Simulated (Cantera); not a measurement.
# Premixed flame

A freely propagating, adiabatic, planar premixed flame of 38.7 % H₂, 12.9 % O₂, 48.4 % N₂, unburnt at 650 K and 100.0 Torr; mixture-averaged transport, grid criteria slope 0.08 and curve 0.16, no radiation.

Cantera simulation using the H2/O2 subset of GRI-Mech 3.0, which has no nitrogen chemistry; the numbers are that mechanism's predictions, not measurements. Burning velocities carry a grid error of a few per cent, more on coarse grids.

| z (mm) | T (K) | u (m/s) | x H₂ | x O₂ | x H₂O | x O | x H | x OH |
|---|---|---|---|---|---|---|---|---|
| -19.6 | 650 | 8.00 | 0.387 | 0.129 | <1e-8 | <1e-8 | <1e-8 | <1e-8 |
| -13.1 | 650 | 8.00 | 0.387 | 0.129 | <1e-8 | <1e-8 | <1e-8 | <1e-8 |
| -9.80 | 650 | 8.00 | 0.387 | 0.129 | <1e-8 | <1e-8 | <1e-8 | <1e-8 |
| -6.53 | 650 | 8.00 | 0.387 | 0.129 | 5.49e-8 | <1e-8 | 5.39e-7 | <1e-8 |
| -3.27 | 657 | 8.08 | 0.386 | 0.129 | 0.000495 | 1.04e-5 | 0.000550 | 1.96e-5 |
| -1.63 | 757 | 9.24 | 0.364 | 0.125 | 0.0102 | 0.000313 | 0.0114 | 0.000235 |
| 0 | 1122 | 13.4 | 0.210 | 0.0730 | 0.117 | 0.00689 | 0.0912 | 0.00296 |
| 1.63 | 1383 | 16.3 | 0.103 | 0.0145 | 0.227 | 0.00912 | 0.133 | 0.00645 |
| 3.27 | 1485 | 17.3 | 0.101 | 0.00978 | 0.236 | 0.00873 | 0.126 | 0.00800 |
| 6.53 | 1611 | 18.6 | 0.108 | 0.00836 | 0.240 | 0.00827 | 0.110 | 0.00984 |
| 13.1 | 1756 | 20.1 | 0.116 | 0.00686 | 0.246 | 0.00726 | 0.0923 | 0.0116 |
| 26.1 | 1911 | 21.6 | 0.123 | 0.00520 | 0.253 | 0.00578 | 0.0740 | 0.0128 |
| 52.2 | 2065 | 23.1 | 0.128 | 0.00357 | 0.261 | 0.00410 | 0.0567 | 0.0129 |
x: mole fraction of selected species; z is measured from the peak of heat release.

The laminar burning velocity is 800 cm/s. The thermal thickness comes out as 6.53 mm. The peak x(O) comes out as 0.00953, the peak x(H) is 0.133 and the peak x(OH) is 0.0130. The grid points is 138.
